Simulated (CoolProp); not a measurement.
Vapour-liquid equilibrium of cyclohexane (1) + dimethyl carbonate (2) at 0.206 MPa; x and y are mole fractions of (1).

Computed with CoolProp (multi-fluid Helmholtz-energy mixture model, Zhou 2014 and Zhou 2011; pair parameters Bell 2016).

| x | bubble temperature, mixture model (K) | bubble temperature, Raoult's law (K) | y, mixture model | y, Raoult's law |
|---|---|---|---|---|
| 0.05 | 382.6 | 386.9 | 0.157 | 0.060 |
| 0.125 | 377.9 | 386.3 | 0.308 | 0.148 |
| 0.2 | 374.9 | 385.7 | 0.401 | 0.234 |
| 0.275 | 373.1 | 385.1 | 0.461 | 0.317 |
| 0.35 | 371.9 | 384.5 | 0.504 | 0.398 |
| 0.425 | 371.3 | 383.9 | 0.537 | 0.476 |
| 0.5 | 370.9 | 383.4 | 0.565 | 0.552 |
| 0.575 | 370.7 | 382.8 | 0.592 | 0.625 |
| 0.65 | 370.7 | 382.2 | 0.620 | 0.696 |
| 0.725 | 371.1 | 381.6 | 0.654 | 0.765 |
| 0.8 | 371.8 | 381.0 | 0.700 | 0.832 |
| 0.875 | 373.3 | 380.4 | 0.769 | 0.897 |
| 0.95 | 376.2 | 379.9 | 0.881 | 0.959 |

The largest gap from Raoult's law is -12.6 K in bubble temperature, at x = 0.425. y crosses x between x = 0.575 and 0.65: the model has an azeotrope there.

The pair parameters rest on a limited set of measurements; away from them the model extrapolates.
